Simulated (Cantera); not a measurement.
Input: 1 mol SiCl4, 4.9 mol H2, equilibrated at 850 °C and 10000 Pa.

Cantera equilibrium calculation (NASA polynomials, part measured and part estimated; ideal gas, pure solids and liquids). Candidate condensed phases: Si; 19 gas species. The tables' values for SiCl3 are old estimates; treat these amounts as uncertain. Kinetics and transport are ignored.

Question: What is the equilibrium state?

Answer: 
```
Quantity                             Result
--------------------------------  ---------
x(H2)                                 0.779
x(SiCl4)                              0.122
x(HCl)                               0.0530
x(SiHCl3)                            0.0308
x(SiCl3)                            0.00783
x(SiCl2)                            0.00624
x(SiH2Cl2)                         0.000951
x(SiH3Cl)                           7.85e-6
gas amount                        5.961 mol
log10 activity of Si(s) (absent)      -0.09
```
